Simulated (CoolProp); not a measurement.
Model: reference Helmholtz-energy equation of state, Akasaka 2022, in CoolProp.

### Question
For R1233zd(E), give the phase and the density (kg/m³), cp (kJ/(kg K)), Joule-Thomson coefficient (K/MPa), isothermal compressibility (1/MPa) at 435 K and 20.1 MPa; 450 K and 20.1 MPa.

### Answer
- 435 K and 20.1 MPa: liquid; density 1020, cp 1.33, Joule-Thomson coefficient 0.0151, isothermal compressibility 0.00652
- 450 K and 20.1 MPa: supercritical; density 981, cp 1.35, Joule-Thomson coefficient 0.0864, isothermal compressibility 0.00772
